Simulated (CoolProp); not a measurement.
The fluid at 293.15 K and 0.377 MPa expands adiabatically to 0.0543 MPa with isentropic efficiency 0.8. The same conditions are run with several fluids, on thermodynamics alone (safety and materials aside).

Computed with CoolProp (reference Helmholtz-energy equation of state of each fluid (chloromethane (R40): Thol 2014; CH2F2 (R32): Tillner-Roth 1997; R410A: Lemmon 2003; fluorine: de Reuck 1990; nitrogen: Span 2000)). Blends and air are pseudo-pure fits.

```tsv
fluid	work (kJ/kg)	final temperature (K)	final phase	final density (kg/m³)
chloromethane (R40)	___	235.7	___	1.52
CH2F2 (R32)	___	211.7	gas	___
R410A	43.2	229.6	gas	2.11
fluorine	___	196.3	gas	1.27
nitrogen	___	193.1	gas	___
```

Task: Complete the blanks.

Result: 
- chloromethane (R40), work (kJ/kg): 60.4
- chloromethane (R40), final phase: two-phase, vapour fraction 0.941
- CH2F2 (R32), work (kJ/kg): 57.6
- CH2F2 (R32), final density (kg/m³): 1.65
- fluorine, work (kJ/kg): 77.0
- nitrogen, work (kJ/kg): 103
- nitrogen, final density (kg/m³): 0.948
